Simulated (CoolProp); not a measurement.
Vapour-liquid equilibrium of R227EA (1) + isobutene (2) at 287.8 K; x and y are mole fractions of (1).

The numbers come from the multi-fluid Helmholtz-energy mixture model, Lemmon 2016 and Lemmon 2005; pair parameters Bell 2016 in CoolProp.

| x | bubble pressure, mixture model (kPa) | bubble pressure, Raoult's law (kPa) | y, mixture model | y, Raoult's law |
|---|---|---|---|---|
| 0.05 | 255.1 | 225.4 | [?] | 0.073 |
| 0.125 | 292.1 | 233.5 | 0.311 | 0.175 |
| 0.2 | 316.4 | 241.5 | 0.396 | 0.271 |
| 0.275 | 332.6 | 249.5 | 0.454 | 0.361 |
| 0.35 | [?] | 257.5 | 0.499 | 0.445 |
| 0.425 | 351.7 | 265.6 | 0.537 | 0.523 |
| 0.5 | [?] | 273.6 | 0.574 | 0.598 |
| 0.575 | [?] | 281.6 | [?] | 0.668 |
| 0.65 | 362.1 | 289.6 | 0.654 | 0.734 |
| 0.725 | 361.2 | 297.7 | 0.703 | 0.797 |
| 0.8 | [?] | 305.7 | 0.761 | 0.856 |
| 0.875 | 349.8 | 313.7 | 0.834 | 0.912 |
| 0.95 | 337.8 | 321.7 | 0.925 | 0.966 |

### Question
Some entries are withheld; supply them.

### Answer

- 0.05, y, mixture model: 0.168
- 0.35, bubble pressure, mixture model (kPa): 343.8
- 0.5, bubble pressure, mixture model (kPa): 357.2
- 0.575, bubble pressure, mixture model (kPa): 360.7
- 0.575, y, mixture model: 0.612
- 0.8, bubble pressure, mixture model (kPa): 357.3

The largest gap from Raoult's law is +33.5 % in bubble pressure, at x = 0.35. y crosses x between x = 0.65 and 0.725: the model has an azeotrope there.

The pair parameters rest on a limited set of measurements; away from them the model extrapolates.
